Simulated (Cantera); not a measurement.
Predominance diagram of Mg at 1300 K against the partial pressures of O₂ and F₂ (log10, bar). Source: NASA polynomial tables (part measured, part estimated), evaluated in Cantera. Candidates: Mg(l), MgF₂(s), MgO(s). Only these pure phases compete in this equilibrium. Not in the tables: oxide halides.

```
log p(F₂) \ log p(O₂)
        columns: -17, -16.2, -15.5, -14.7, -13.9, -13.1, -12.4, -11.6, -10.8, -10, -9.3, -8.5, -7.7, -7, -6.2, -5.4, -4.6, -3.9, -3.1, -2.3, -1.5, -0.8, 0
      0  A A A A A A A A A A A A A A A A A A A A A A A
   -3.5  A A A A A A A A A A A A A A A A A A A A A A A
     -7  A A A A A A A A A A A A A A A A A A A A A A A
  -10.5  A A A A A A A A A A A A A A A A A A A A A A A
    -14  A A A A A A A A A A A A A A A A A A A A A A A
  -17.5  A A A A A A A A A A A A A A A A A A A A A A A
    -21  A A A A A A A A A A A A A A B B B B B B B B B
  -24.5  A A A A A B B B B B B B B B B B B B B B B B B
    -28  B B B B B B B B B B B B B B B B B B B B B B B
```

A: MgF₂(s); B: MgO(s).
